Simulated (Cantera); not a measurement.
An isothermal, constant-pressure homogeneous reactor starts with 1.14 % CH₃OH, 3.71 % O₂, 95.1 % N₂, equivalence ratio 0.46, at 1473 K and 1.01 bar.

Detailed kinetics in Cantera: GRI-Mech 3.0 (53 species, 325 reactions). GRI-Mech 3.0 was tuned for natural gas; its chemistry of methanol as a main component is partial and can be far from experiment. The temperature is held fixed by assumption; the heat of reaction is taken as removed at once.

One state of this run: x CH₃OH = <1e-12; x O₂ = 0.0199; x CH₃ = <1e-12; x CH₂ = <1e-12; x NO₂ = 6.42e-9; x H₂O₂ = 5.73e-10; x H₂ = 2.12e-7. x: mole fraction; the columns are a selection and need not sum to one.

Q: Which value of t (s) does it belong to?
A. 0.000700
B. 0.00154
C. 0.0164
D. 0.387

A: D, 0.387
